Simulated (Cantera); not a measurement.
An isothermal, constant-pressure homogeneous reactor starts with H2 : O2 : H2O = 0.16 : 1 : 0.0029 (molar parts), equivalence ratio 0.080, at 950 K and 0.00109 atm.

Model: the H2/O2 subset of GRI-Mech 3.0, which has no nitrogen chemistry, integrated in Cantera. Radical loss at walls, strong at low pressure, is not modelled. The temperature is held fixed by assumption; the heat of reaction is taken as removed at once.

x: mole fraction; the columns are a selection and need not sum to one.

```
t (s)         x H2   x O2     x HO2       x H  x H2O2
--------  --------  -----  --------  --------  ------
2.00e-5      0.138  0.860    <1e-12    <1e-12  <1e-12
0.000104     0.138  0.860  2.34e-12  2.30e-12  <1e-12
0.000545     0.138  0.860  1.22e-11  1.14e-11  <1e-12
0.00284      0.138  0.860  6.38e-11  6.65e-11  <1e-12
0.0148       0.138  0.860  3.42e-10   3.74e-9  <1e-12
0.0775      0.0462  0.815   9.86e-7    0.0457       ?
0.404      0.00319  0.806   1.19e-6    0.0347       ?
2.11      0.000627  0.843   1.07e-6   0.00259       ?
11.0       1.61e-5  0.849   2.32e-7   1.05e-5       ?
57.5       7.05e-7  0.850   1.98e-8   1.02e-7       ?
300        6.85e-8  0.850   2.33e-9   3.24e-9       ?
```

Problem. Complete the blanks.

Solution. 
- 0.0775, x H2O2: 2.83e-8
- 0.404, x H2O2: 1.08e-8
- 2.11, x H2O2: 1.91e-8
- 11.0, x H2O2: 1.37e-8
- 57.5, x H2O2: 3.88e-9
- 300, x H2O2: 1.10e-9
